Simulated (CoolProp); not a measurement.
Properties of cyclopropane along the isobar 727 kPa.

Values from CoolProp's reference Helmholtz-energy equation of state, Polt 1992. This equation is an older, rougher fit.

```tsv
T (°C)	phase	density (kg/m³)	cp (kJ/(kg K))	expansivity (1/kK)
124.55	gas	9.702	1.892	2.912
131.35	gas	9.514	1.918	2.837
138.25	gas	…	1.946	2.765
145.05	gas	9.160	…	2.699
151.95	gas	8.993	2.000	…
158.75	gas	8.835	2.027	…
165.65	gas	8.681	2.054	2.521
172.45	gas	8.535	…	…
179.35	gas	8.392	2.107	2.418
186.15	gas	8.257	2.134	2.370
193.05	gas	8.124	2.160	2.324
199.85	gas	7.998	2.186	2.281
```

Question: Complete the blanks.

Answer: 
- 138.25, density (kg/m³): 9.332
- 145.05, cp (kJ/(kg K)): 1.973
- 151.95, expansivity (1/kK): 2.636
- 158.75, expansivity (1/kK): 2.577
- 172.45, cp (kJ/(kg K)): 2.081
- 172.45, expansivity (1/kK): 2.468
